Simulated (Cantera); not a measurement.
Feed: 1 mol SiH₂Cl₂, 0.11 mol Cl₂, 6.4 mol H₂, at 45000 Pa.

Equilibrium computed with Cantera from the NASA thermochemical tables; the gas is ideal and each condensed phase is pure. Candidate condensed phases: Si; 19 gas species. The tables' values for SiCl₃ are old estimates; treat these amounts as uncertain. Kinetics and transport are ignored.

x: gas mole fraction; n: condensed amount in mol.

```
T (K)   x H₂   x HCl  x SiCl₄   x SiCl₂  x SiHCl₃  x SiCl₃  n Si(s)
-----  -----  ------  -------  --------  --------  -------  -------
1050   0.910  0.0173   0.0451  0.000613    0.0246  0.00124    0.419
1100   0.904  0.0245   0.0431   0.00136    0.0234  0.00205    0.432
1150   0.897  0.0335   0.0402   0.00276    0.0218  0.00318    0.445
1200   0.888  0.0442   0.0364   0.00518    0.0199  0.00464    0.458
1250   0.878       ?        ?         ?         ?  0.00631    0.468
1300   0.867  0.0687   0.0260    0.0145    0.0149  0.00798    0.474
1350   0.855  0.0811   0.0200    0.0216    0.0121  0.00932    0.474
1400   0.843       ?        ?         ?         ?   0.0100    0.469
1450   0.834   0.102  0.00938    0.0382   0.00664  0.00990    0.460
```

Question: What belongs in the gaps?

Answer: 
- 1250, x HCl: 0.0561
- 1250, x SiCl₄: 0.0316
- 1250, x SiCl₂: 0.00902
- 1250, x SiHCl₃: 0.0176
- 1400, x HCl: 0.0923
- 1400, x SiCl₄: 0.0143
- 1400, x SiCl₂: 0.0298
- 1400, x SiHCl₃: 0.00922
